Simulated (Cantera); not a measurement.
Input: 1 mol Si2H6, 5.8 mol N2O, 2.4 mol N2, 2 mol H2O, held at 500 K and 2.20 mbar.

Method: chemical equilibrium by Gibbs-energy minimisation in Cantera with the NASA 1993 tables (ideal gas, pure condensed phases). Candidate condensed phases: H2O, Si, SiO2, Si2N2O, Si3N4; 35 gas species. The feed counts by its element totals alone. Rates play no part.

Base state: N2 0.621, H2O 0.288, H2 0.0909, NH3 1.51e-5 (mole fractions); condensed: SiO2(α-quartz).

Task: What changes in the equilibrium state with this change: N2O from 5.8 to 18 mol?

Result: 
```csv
species,before,after
N2,0.621,0.660
O2,<1e-9,0.178
H2O,0.288,0.162
H2,0.0909,<1e-9
NH3,1.51e-5,<1e-9
"SiO2(α-quartz), mol",2.00,2.00
```
